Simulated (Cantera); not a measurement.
Charge: 1 mol SiH2Cl2, 41 mol NH3, 3.6 mol H2, 84 mol N2, held at 0.000200 bar.

These are equilibrium values from Cantera (NASA tables, ideal gas, pure condensed phases), not measurements of a reactor. Candidate condensed phases: NH4Cl, Si, Si3N4; 28 gas species. Kinetics and transport are ignored.

Over these rows the condensed part is Si3N4(s). Partial pressures as log10 of bar:

```tsv
T (K)	1000/T (1/K)	log p SiCl2	log p N2	log p H2	log p HCl
1000	1.0000	-11.49	-3.92	-4.12	-5.63
1075	0.9302	-10.53	-3.92	-4.12	-5.63
1150	0.8696	?	-3.92	-4.12	-5.63
1225	0.8163	-8.96	-3.92	-4.12	-5.63
1300	0.7692	-8.31	-3.92	-4.12	-5.63
1375	0.7273	-7.75	-3.92	-4.12	-5.64
```

**Question.** Fit log p(SiCl2) = a + b·(1000/T) to the five rows, give the apparent enthalpy, and predict the row at 1150 K.

**Answer.** Means: 1000/T = 0.8486, log p = -9.408. Sxy = -0.709537, Sxx = 0.0516419, so b = -13.74 and a = -9.408 − (-13.74)×0.8486 = 2.25.
Apparent enthalpy: −19.145 × (-13.74) = 263 kJ/mol. With the condensed phases at unit activity, 1/3 Si3N4(s) + 2 HCl(g) = SiCl2(g) + 2/3 N2(g) + H2(g) links this pressure to the main gases: over the six rows their terms move log p by -0.02 in all, so the slope is close to that reaction's ΔH°. The five rows lie within 0.01 of the line.
Prediction at 1150 K: 2.25 + (-13.74)×0.8696 = -9.70. The computed value is -9.69, 0.01 from the line.
